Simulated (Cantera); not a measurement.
Input (Python, Cantera) and output of one run.

```python
import numpy as np
import cantera as ct

gas_names = [...]  # 148 gases of nasa_gas.yaml made of Al, C, H, N, O
cond_names = """
    AL(cr) AL(L) ALN(s) AL2O3(a) AL2O3(L) C(gr) C6H6(L) C7H8(L) C8H18(L),n-octa H2O(s) H2O(L)
""".split()


# ... load() reads the species with a 1 bar reference pressure and builds the phases ...
atoms = {
    'Al(CH3)3': {'AL': 1, 'C': 3, 'H': 9},
    'H2O': {'H': 2, 'O': 1},
    'N2': {'N': 2},
}
top_T = {'ALN(s)': 2750, 'C(gr)': 4500}  # K; cautious upper limits of use, not melting points


# ... equilibrate(T, P, feed) seeds the gas with the atoms and calls Mixture.equilibrate('TP', solver="vcs", rtol=1e-11, max_steps=5000) ...
results = []
feed = {'Al(CH3)3': 1, 'H2O': 0.54, 'N2': 90}  # mol
P = 73  # Pa
for T in [1050, 1100, 1150, 1200, 1250, 1300, 1350, 1400, 1450, 1500, 1550, 1600, 1650]:
    mix = equilibrate(T, P, feed)
    results.append((T, P, feed, dict(zip(mix.species_names, mix.species_moles))))

top = {s: max(r[3][s] / sum(r[3][g] for g in gas_names) for r in results) for s in gas_names}
cols = sorted((s for s in top if top[s] > 1e-05), key=lambda s: -top[s])[:5]
seen = [c for c in cond_names if any(r[3].get(c, 0) > 1e-12 for r in results)]
print("log10 of partial pressures in bar; condensed amounts in mol")
print(f"{'T/K':>10s}" + "".join(f"{s[:9]:>10s}" for s in cols + seen))
for T, P, feed, n in results:
    ng = sum(n[g] for g in gas_names)
    print(f"{T:10.4g}" + "".join(f"{np.log10(max(n[s] / ng * P / 1e5, 1e-99)):10.3f}" for s in cols)
          + "".join(f"{n.get(c, 0):10.4g}" for c in seen))
```

It prints:

```
log10 of partial pressures in bar; condensed amounts in mol
       T/K        N2        H2        CO         H       HCN    ALN(s)  AL2O3(a)     C(gr)
      1050    -3.161    -4.411    -6.339   -10.296    -8.740    0.6796    0.1602      2.94
      1100    -3.161    -4.411    -5.814    -9.793    -8.439    0.7729    0.1135       2.8
      1150    -3.163    -4.412    -5.382    -9.333    -8.167         1         0     2.459
      1200    -3.163    -4.412    -5.382    -8.911    -7.915         1         0     2.458
      1250    -3.163    -4.412    -5.382    -8.522    -7.685         1         0     2.457
      1300    -3.163    -4.413    -5.382    -8.162    -7.472         1         0     2.456
      1350    -3.163    -4.413    -5.382    -7.829    -7.275         1         0     2.453
      1400    -3.163    -4.413    -5.382    -7.519    -7.092         1         0     2.449
      1450    -3.163    -4.413    -5.382    -7.231    -6.923    0.9999         0     2.444
      1500    -3.163    -4.414    -5.382    -6.961    -6.764    0.9997         0     2.437
      1550    -3.163    -4.415    -5.382    -6.709    -6.617    0.9984         0     2.428
      1600    -3.163    -4.416    -5.383    -6.473    -6.479    0.9925         0     2.415
      1650    -3.163    -4.419    -5.383    -6.251    -6.350    0.9681         0       2.4
```

These are equilibrium values from Cantera (NASA tables, ideal gas, pure condensed phases), not measurements of a reactor. The feed counts by its element totals alone. Mutual solubility and eutectic melting of coexisting phases are not modelled.
